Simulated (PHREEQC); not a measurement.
Dissolve 81 mmol/kgw MgCl2, 0.19 mmol/kgw NaHCO3 and 16 mmol/kgw KBr at 25 °C. Closed to the air; pH follows from the charge balance.

Computed with PHREEQC (Pitzer model, pitzer.dat).

The pH comes out as 7.52, the ionic strength comes out as 0.259 mol/kgw and the specific conductance is 16400 µS/cm. The density is 1.005 g/cm³ and the osmotic coefficient is 0.869. The total alkalinity is 0.190 meq/kg.

| species | molality | activity | log γ |
|---|---|---|---|
| Cl- | 0.162 | 0.113 | -0.156 |
| Mg+2 | 0.0810 | 0.0258 | -0.497 |
| Br- | 0.0160 | 0.0114 | -0.147 |
| K+ | 0.0160 | 0.0116 | -0.140 |
| Na+ | 0.000190 | 0.000142 | -0.126 |
| HCO3- | 0.000178 | 0.000114 | -0.193 |
| CO2 | 7.30e-6 | 7.52e-6 | 0.013 |
| MgCO3 | 3.80e-6 | 3.80e-6 | 0.000 |
| MgOH+ | 1.52e-6 | 1.33e-6 | -0.057 |
| CO3-2 | 1.42e-6 | 1.74e-7 | -0.911 |
| OH- | 5.96e-7 | 3.36e-7 | -0.248 |
| H+ | 3.83e-8 | 3.00e-8 | -0.106 |

Precipitation was switched off in this run.
